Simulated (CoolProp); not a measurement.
Vapour-liquid equilibrium of benzene (1) + n-decane (2) at 496.4 K; x and y are mole fractions of (1).

Computed with CoolProp (multi-fluid Helmholtz-energy mixture model, Thol 2012 and Lemmon 2006; pair parameters Bell 2016).

```csv
x,bubble pressure (MPa),y at the bubble point,dew pressure at overall composition x (MPa),liquid density (mol/L)
0.05,0.3731,?,0.3203,4.010
0.15,0.5182,0.454,0.3544,4.241
0.25,0.6725,0.608,0.3961,4.496
0.35,?,?,0.4482,4.778
0.45,0.9984,0.783,0.5153,5.093
0.55,1.169,0.838,0.6050,5.449
0.65,1.347,0.883,0.7305,5.855
0.75,1.533,0.921,0.9169,6.324
0.85,1.732,0.955,?,6.873
0.95,1.944,0.986,1.702,7.527
```

Question: Fill in the missing entries.

Answer: 
- 0.05, y at the bubble point: 0.198
- 0.35, bubble pressure (MPa): 0.8330
- 0.35, y at the bubble point: 0.710
- 0.85, dew pressure at overall composition x (MPa): 1.213

No azeotrope shows between x = 0.05 and 0.95.

Pair parameters are fitted to limited data, so mixtures are less certain than the pure fluids.
